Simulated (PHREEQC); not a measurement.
PHREEQC input (ion-association model, phreeqc.dat):

```
SOLUTION 0
  temp 15
  units mmol/kgw
  pH 7 charge
  Cl 19.09
  Na 18
  Cd 0.54
  O(0) 1 O2(g) -0.68
SOLUTION 1-40
  temp 15
  units mmol/kgw
  pH 7 charge
  Cl 184.01
  Na 10
  Br 1.8
  K 1.8
  Sr 87
  O(0) 1 O2(g) -0.68
END
EXCHANGE 1-40
  X 0.0081
  -equilibrate 1
END
SELECTED_OUTPUT 1
  -reset false
  -pH true
  -pe true
  -ionic_strength true
  -water true
  -step true
  -totals Br Cd Cl K Na Sr
  -molalities SrX2 NaX CdX2 KX
  -saturation_indices Halite Sylvite Cd(OH)2
PRINT
  -reset false
TRANSPORT
  -cells 40
  -shifts 120
  -lengths 0.0125
  -time_step 720
  -dispersivities 0.04
  -boundary_conditions flux flux
  -correct_disp true
  -punch_cells 40
  -punch_frequency 4
END
```

Selected output (columns that matter, 9 of 31 rows; pore volumes added in front):

```
pore volumes	pH	mu	Br	Cd	Cl	K	Na	Sr	m_SrX2	m_NaX	m_CdX2	si_Halite	si_Sylvite	si_Cd(OH)2
0	5.1033	0.27281	0.0018	0	0.18401	0.0018	0.01	0.087	0.0039532	9.8899e-05	0	-4.586	-4.6453	-1000
0.4125	5.103	0.2692	0.0017744	7.1421e-06	0.18166	0.0017785	0.0101	0.085768	0.0039525	0.00010059	3.6091e-08	-4.5864	-4.6549	-10.001
0.8125	5.0946	0.18081	0.0011475	0.00017396	0.12422	0.0012013	0.012646	0.055583	0.0039307	0.00015603	1.8355e-06	-4.6261	-4.9546	-8.4628
1.1125	5.082	0.10048	0.00057648	0.00028584	0.071908	0.00064412	0.01493	0.028165	0.0038834	0.00025721	8.4363e-06	-4.7497	-5.4131	-8.047
1.5125	5.0654	0.045371	0.00018276	0.00027106	0.035835	0.00023572	0.016351	0.0094396	0.0037589	0.00047871	3.3398e-05	-4.9601	-6.0936	-7.8449
1.9125	5.0555	0.027116	5.1297e-05	0.00019457	0.02379	8.4855e-05	0.016749	0.0033042	0.0035583	0.0008064	7.7674e-05	-5.0976	-6.6831	-7.8725
2.2125	5.0522	0.022618	1.9035e-05	0.00015796	0.020834	4.16e-05	0.016925	0.0017805	0.0033843	0.0010826	0.00011736	-5.1409	-7.04	-7.9278
2.6125	5.0505	0.020559	4.9435e-06	0.0001421	0.019543	1.7466e-05	0.017194	0.0010213	0.0031673	0.0014048	0.00017646	-5.1569	-7.4395	-7.9573
3.0125	5.0499	0.019923	1.2631e-06	0.00014833	0.019206	7.7842e-06	0.017441	0.00072571	0.0029823	0.0016404	0.00024556	-5.1568	-7.7965	-7.9341
```

Complexes and solids missing from the database can't appear.
